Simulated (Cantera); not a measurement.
# Si + H₂O + H₂ (thermal oxidation and active oxidation of silicon)

Charge: 1 mol Si, 0.05 mol H₂O, 67 mol H₂, equilibrated at 950 °C.

Method: chemical equilibrium by Gibbs-energy minimisation in Cantera with the NASA 1993 tables (ideal gas, pure condensed phases). Candidate condensed phases: H₂O, Si, SiO₂; 18 gas species. Mutual solubility and eutectic melting of coexisting phases are not modelled. The tables hold silica as quartz up to 1696 K and as liquid above; real silica turns to tridymite and cristobalite and melts near 1996 K. Equilibrium is a limit: real reactors are often held back by kinetics, nucleation or transport.

From 0.100 Pa to 63.0 Pa the condensed part is Si(s). From 16.0 mbar to 10.0 bar the condensed part is Si(s) + SiO₂(β-quartz). The main Si-bearing gas is SiO at 0.100 Pa and SiH₄ at 10.0 bar.

```
P (Pa)    x H₂     x SiO       x H    x SiH₄      x Si     x H₂O     x SiH   x SiH₂  n Si(s)  n SiO₂(β-quartz)
-------  -----  --------  --------  --------  --------  --------  --------  -------  -------  ----------------
0.100    0.999  0.000745  0.000301    <1e-12   3.24e-6  6.15e-11   4.20e-8  1.88e-8    0.950                 0
2.50     0.999  0.000745   6.03e-5  1.69e-11   1.29e-7   1.54e-9   8.39e-9  1.88e-8    0.950                 0
63       0.999  0.000745   1.20e-5  4.27e-10   5.14e-9   3.88e-8   1.67e-9  1.88e-8    0.950                 0
1600     1.000   6.44e-5   2.38e-6   1.08e-8  2.02e-10   8.52e-8  3.32e-10  1.88e-8    0.973            0.0228
40000    1.000   2.58e-6   4.77e-7   2.71e-7  8.09e-12   8.52e-8  6.64e-11  1.88e-8    0.975            0.0249
1000000  1.000   1.03e-7   9.53e-8   6.78e-6    <1e-12   8.52e-8  1.33e-11  1.88e-8    0.975            0.0250
```
x: gas mole fraction; n: condensed amount in mol.
